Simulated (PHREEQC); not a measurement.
Solution (20 °C): 13 mmol/kgw HF and 38 mmol/kgw KF. Closed to the air; pH follows from the charge balance.

Model: ion-association model, wateq4f.dat, run in PHREEQC.

```json
[
 {"quantity": "pH", "before": "3.60", "after": "3.39"},
 {"quantity": "ionic strength (mol/kgw)", "before": "0.0383", "after": "0.0385"},
 {"quantity": "F- (mol/kgw)", "before": "0.0369", "after": "0.0245"},
 {"quantity": "HF (mol/kgw)", "before": "0.0106", "after": "0.0112"},
 {"quantity": "HF2- (mol/kgw)", "before": "0.00145", "after": "0.00102"},
 {"quantity": "H2F2 (mol/kgw)", "before": "0.000350", "after": "0.000393"}
]
```

Problem. Name the change that produced these shifts.
(A) 0.0031 mol/kgw ZnBr2 added
(B) 0.039 mol/kgw H2SO4 added
(C) HF replaced by HBF4 at the same molality
(D) diluted 2-fold with water
(E) KF from 0.038 to 0.076 mol/kgw

Solution. C, HF replaced by HBF4 at the same molality

This is a speciation only: nothing precipitates in the calculation. Real BF4- forms and hydrolyses slowly; the run takes it at equilibrium.
